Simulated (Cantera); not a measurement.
**Silicon carbide growth: SiH₄ + CH₄ + H₂**

Input: 1 mol SiH₄, 2.5 mol CH₄, 130 mol H₂, held at 0.340 bar.

These are equilibrium values from Cantera (NASA tables, ideal gas, pure condensed phases), not measurements of a reactor. Candidate condensed phases: C, C₆H₆, C₇H₈, C₈H₁₈, Si, SiC; 87 gas species. Kinetics and transport are ignored.

```csv
T (K),log p H₂,log p CH₄,log p H,log p C₂H₂ (acetylene),log p Si,log p CH₃,log p SiH₂,n SiC(s),n C(graphite)
1000,-0.47,-2.42,-8.88,-10.33,<-12,-9.59,<-12,1.00,0
1150,-0.47,-2.57,-7.36,-7.88,<-12,-8.19,-11.77,1.00,0.435
1300,-0.47,-3.04,-6.19,-6.71,<-12,-7.47,-10.11,1.00,1.14
1450,-0.47,-3.42,-5.26,-5.78,-10.74,-6.90,-8.81,1.000,1.35
1600,-0.47,-3.72,-4.50,-5.03,-8.99,-6.45,-7.75,1.000,1.42
1750,-0.47,-3.98,-3.87,-4.41,-7.54,-6.07,-6.87,1.000,1.43
1900,-0.47,-4.19,-3.34,-3.89,-6.33,-5.75,-6.13,0.999,1.37
2050,-0.47,-4.37,-2.88,-3.44,-5.29,-5.49,-5.51,0.996,1.19
```
log p: log10 of the partial pressure in bar; n: condensed amount in mol.

At 1000 K the condensed part is SiC(s). From 1150 K to 2050 K the condensed part is C(graphite) + SiC(s).
